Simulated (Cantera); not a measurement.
Input: 1 mol Si, 3.5 mol HCl, 9 mol H2, equilibrated at 0.690 bar.

Cantera equilibrium calculation (NASA polynomials, part measured and part estimated; ideal gas, pure solids and liquids). Candidate condensed phases: Si; 19 gas species. Kinetics and transport are ignored.

### Question
What share of the Si ends up in condensed phases as a function of T (K), at 648, 748, 848, 948, 1048, 1148, 1248, 1348, 1448, 1548, 1648?

### Answer
```
T (K)  Si condensed (%)     as
-----  ----------------  -----
648                 1.7  Si(s)
748                 2.1  Si(s)
848                 2.8  Si(s)
948                 4.3  Si(s)
1048                6.9  Si(s)
1148               10.5  Si(s)
1248               13.9  Si(s)
1348               15.3  Si(s)
1448               13.5  Si(s)
1548               10.2  Si(s)
1648                7.3  Si(s)
```
